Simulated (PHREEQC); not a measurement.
**Nickel, zinc or cadmium bath**

Consider water at 25 °C with 0.046 mol/kgw NiSO4, 0.034 mol/kgw NaCl and 0.19 mol/kgw H2SO4. Closed to the air; pH follows from the charge balance.

All values are PHREEQC results (ion-association model, wateq4f.dat), not measurements.

Each row changes one thing in this solution. This is a speciation only: nothing precipitates in the calculation.

```
case                               pH  ionic strength (mol/kgw)  HSO4- (mol/kgw)  SO4-2 (mol/kgw)  NiSO4 (mol/kgw)  Ni(SO4)2-2 (mol/kgw)  SI of Morenosite (NiSO4:7H2O)  SI of Ni(OH)2 (Ni(OH)2)
-------------------------------  ----  ------------------------  ---------------  ---------------  ---------------  --------------------  -----------------------------  -----------------------
as made                          0.82                     0.360            0.184           0.0367           0.0138               2.42e-5                          -1.78                   -11.22
H2SO4 left out                   6.07                     0.147          1.01e-6           0.0280           0.0165               2.50e-5                          -1.71                    -0.68
H2SO4 from 0.19 to 0.95 mol/kgw  0.14                      1.15              ___           0.0557           0.0158               2.00e-5                          -1.72                   -12.43
H2SO4 from 0.19 to 0.38 mol/kgw  0.53                     0.563            0.368           0.0428           0.0135               2.33e-5                          -1.79                   -11.79
NaCl left out                    0.82                     0.325            0.186              ___           0.0144               2.54e-5                          -1.76                   -11.21
```

**Question.** Complete the blanks.

**Answer.** 
- H2SO4 from 0.19 to 0.95 mol/kgw, HSO4- (mol/kgw): 0.923
- NaCl left out, SO4-2 (mol/kgw): 0.0360

The ionic strength passes 0.7 mol/kgw, the rough limit of the ion-association models, in H2SO4 from 0.19 to 0.95 mol/kgw.
